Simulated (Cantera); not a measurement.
Feed: 1 mol HI, 0.62 mol H₂O, held at 3523 K.

Method: chemical equilibrium by Gibbs-energy minimisation in Cantera with the NASA 1993 tables (ideal gas, pure condensed phases). Candidate condensed phases: H₂O, I₂; 12 gas species. The ideal-gas law is rough above about 30 bar. Rates play no part.

Problem. At 3600000 Pa, list the 7 most abundant gas species with their mole fractions, and the condensed phases.

Solution. I 0.397, H₂O 0.255, H₂ 0.199, HI 0.0666, H 0.0463, OH 0.0277, O 0.00374. Condensed: gas only.
